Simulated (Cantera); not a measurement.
Mixture: H2 : O2 : N2 = 1 : 0.238 : 1.24 (molar parts), equivalence ratio 2.1, at 5.60 bar, adiabatic and at constant volume. Ignition delay is the time to a rise of 400 K.

Computed with Cantera and GRI-Mech 3.0 (53 species, 325 reactions). The hydrogen kinetics of GRI-Mech 3.0 are dated; newer H2 mechanisms differ, most at raised pressure. Where the delays flatten at high temperature, the 400 K rule measures the pace of heat release, not the induction time.

### Question
What does this change do: pressure from 5.60 bar to 1.50 bar?

### Answer
| quantity | before | after |
|---|---|---|
| delay at 1000 K | 8.43 ms | 1.47 ms |
| delay at 1200 K | 21.8 µs | 41.4 µs |
| delay at 1400 K | 4.58 µs | 16.8 µs |
| delay at 1600 K | 2.30 µs | 10.4 µs |
| delay at 1800 K | 1.53 µs | 8.83 µs |

### Question
What does this change do: pressure from 5.60 bar to 10.0 bar?

### Answer
```csv
quantity,before,after
delay at 1000 K,8.43 ms,6.75 ms
delay at 1200 K,21.8 µs,61.8 µs
delay at 1400 K,4.58 µs,2.92 µs
delay at 1600 K,2.30 µs,1.28 µs
delay at 1800 K,1.53 µs,0.791 µs
```
